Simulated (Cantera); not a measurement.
Mixture: 6.32 % CH4, 0.884 % H2, 19.5 % O2, 73.3 % N2, at 7500 Torr, adiabatic and at constant volume. Ignition delay is the time to a rise of 400 K.

Computed with Cantera and GRI-Mech 3.0 (53 species, 325 reactions).

### Question
At T0 = 1425 K, what is the delay, and which 7 reactions control it most (d ln τ / d ln k, from doubling and halving each rate constant)?

### Answer
The delay is 0.149 ms.
| reaction | d ln τ / d ln k | faster rate |
|---|---|---|
| H + O2 <=> O + OH | -0.57 | shortens it |
| 2 CH3 (+M) <=> C2H6 (+M) | 0.49 | lengthens it |
| CH3 + HO2 <=> CH3O + OH | -0.36 | shortens it |
| CH3 + O2 <=> CH3O + O | -0.29 | shortens it |
| CH4 + OH <=> CH3 + H2O | 0.27 | lengthens it |
| H2 + OH <=> H + H2O | -0.18 | shortens it |
| CH3 + O2 <=> CH2O + OH | -0.14 | shortens it |
